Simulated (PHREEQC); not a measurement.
Consider water at 65 °C with 3.2 mmol/kgw NiSO4, 0.24 mmol/kgw NaOH and 13.2 mmol/kgw MnSO4. Closed to the air; pH follows from the charge balance.

Equilibrium calculation in PHREEQC: ion-association model, wateq4f.dat.

No solid was allowed to form.

### Question
Predict the pH, ionic strength.

### Answer
pH 7.78; ionic strength 0.0383 mol/kgw.

### Question
In which forms is Ni present?

### Answer
Ni+2 62 %, NiSO4 34 %, NiOH+ 3.5 % of the Ni.

In wateq4f.dat the enthalpy of Ni(OH)2 has the wrong sign, so its saturation index can't be trusted away from 25 °C. Away from 25 °C the constants follow the database's enthalpies or fits; those with neither stay at their 25 °C values.
